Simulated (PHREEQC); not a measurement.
Reverse-osmosis permeate: an equilibrium model

Model water analysis in mg/L, 25 °C, pH 5.8, pe 11.8:

| constituent | mg/L |
|---|---|
| Na | 0.516 |
| K | 0.00123 |
| Ca | 1.3 |
| Mg | 0.304 |
| Cl | 2.35 |
| S(6) as SO4 | 0.364 |
| Alkalinity as HCO3 | 2.33 |
| Br | 0.0221 |
| Cd | 0.00365 |
| Li | 0.000899 |

Valence states are taken as typed.

The numbers come from PHREEQC with the ion-association model, phreeqc.dat.

No solid was allowed to form.

Task: Predict the charge-balance error.

Result: charge-balance error 0.1 %.

Task: In which forms is C present?

Result: CO2 78 %, HCO3- 22 % of the C.
